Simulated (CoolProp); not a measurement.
Values from CoolProp's reference Helmholtz-energy equation of state, Penoncello 2003.

### Question
Give the vapour pressure (kPa), liquid cp (kJ/(kg K)), vapour Z, surface tension (mN/m) of saturated CHF3 (R23) at 4.05 °C.

### Answer
| T (°C) | p (kPa) | liquid cp (kJ/(kg K)) | vapour Z | surface tension (mN/m) |
|---|---|---|---|---|
| 4.05 | 2780 | 1.99 | 0.618 | 2.19 |

Surface tension comes from a separate correlation (Mulero 2012).
